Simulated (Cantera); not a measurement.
Chemical vapour transport: MgO + I2 + N2 + H2O

A closed system holds: 1 mol MgO, 2 mol I2, 0.63 mol N2, 0.44 mol H2O, equilibrated at 17000 Pa.

Method: chemical equilibrium by Gibbs-energy minimisation in Cantera with the NASA 1993 tables (ideal gas, pure condensed phases). Candidate condensed phases: H2O, I2, Mg, MgI2, MgO, Mg(OH)2; 36 gas species. Kinetics and transport are ignored.

```tsv
T (K)	log p I	log p I2	log p N2	log p H2O	log p HI	log p O2	log p OH	log p H2	n MgO(s)
1100	-1.44	-1.09	-1.51	-1.66	-3.98	-4.58	-7.47	-8.25	1.00
1150	-1.31	-1.15	-1.53	-1.68	-3.81	-4.42	-7.11	-7.84	1.00
1200	-1.20	-1.23	-1.55	-1.70	-3.68	-4.28	-6.78	-7.46	1.00
1250	-1.11	-1.33	-1.57	-1.73	-3.56	-4.16	-6.48	-7.11	1.00
1300	-1.05	-1.44	-1.59	-1.75	-3.46	-4.07	-6.20	-6.78	1.00
1350	-1.00	-1.57	-1.61	-1.77	-3.38	-3.99	-5.95	-6.47	1.000
1400	-0.96	-1.71	-1.63	-1.79	-3.31	-3.92	-5.72	-6.17	1.000
1450	-0.93	-1.86	-1.64	-1.80	-3.26	-3.87	-5.50	-5.89	1.000
1500	-0.91	-2.01	-1.65	-1.82	-3.21	-3.82	-5.30	-5.63	1.000
1550	-0.90	-2.16	-1.66	-1.82	-3.17	-3.78	-5.11	-5.38	1.000
1600	-0.89	-2.31	-1.66	-1.83	-3.13	-3.74	-4.93	-5.14	1.000
1650	-0.89	-2.45	-1.67	-1.83	-3.09	-3.70	-4.76	-4.91	1.000
```
log p: log10 of the partial pressure in bar; n: condensed amount in mol.

From 1100 K to 1650 K the condensed part is MgO(s).
